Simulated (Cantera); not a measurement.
Cantera run:

```python
import numpy as np
import cantera as ct

gas_names = """
    CL CL2 H HCL H2 Si SiCL SiCL2 SiCL3 SiCL4 SiH SiHCL3 SiH2 SiH2CL2 SiH3 SiH3CL SiH4 Si2 Si3
""".split()
cond_names = """
    Si(cr) Si(L)
""".split()


# ... load() reads the species with a 1 bar reference pressure and builds the phases ...
atoms = {
    'SiCl4': {'Si': 1, 'CL': 4},
    'HCl': {'H': 1, 'CL': 1},
    'H2': {'H': 2},
}
top_T = {}  # K; cautious upper limits of use, not melting points


# ... equilibrate(T, P, feed) seeds the gas with the atoms and calls Mixture.equilibrate('TP', solver="vcs", rtol=1e-11, max_steps=5000) ...
results = []
feed = {'SiCl4': 1, 'HCl': 1.5, 'H2': 0.24}  # mol
T = 750  # K
P = 101325  # Pa
mix = equilibrate(T, P, feed)
results.append((T, P, feed, dict(zip(mix.species_names, mix.species_moles))))
print(gas.report(threshold=0.001))
for i in range(1, mix.n_phases):
    print(f"{mix.phase(i).name:16s} {mix.phase_moles(i):12.5e} mol")
```

It prints:

```
       temperature   750 K
          pressure   1.0132e+05 Pa
           density   1.3346 kg/m^3
  mean mol. weight   82.137 kg/kmol
   phase of matter   gas

                          1 kg             1 kmol
                     ---------------   ---------------
          enthalpy       -3.2567e+06       -2.6749e+08  J
   internal energy       -3.3326e+06       -2.7373e+08  J
           entropy            3561.1         2.925e+05  J/K
    Gibbs function       -5.9275e+06       -4.8687e+08  J
 heat capacity c_p            696.97             57247  J/K
 heat capacity c_v            595.74             48933  J/K

                      mass frac. Y      mole frac. X     chem. pot. / RT
                     ---------------   ---------------   ---------------
               HCL             0.243           0.54747           -38.997
                H2         0.0021492          0.087565           -19.263
             SiCL4            0.7548           0.36494           -150.81
     [  +16 minor]        4.3596e-05        2.6438e-05

Si(cr)            0.00000e+00 mol
```

Equilibrium computed with Cantera from the NASA thermochemical tables; the gas is ideal and each condensed phase is pure.
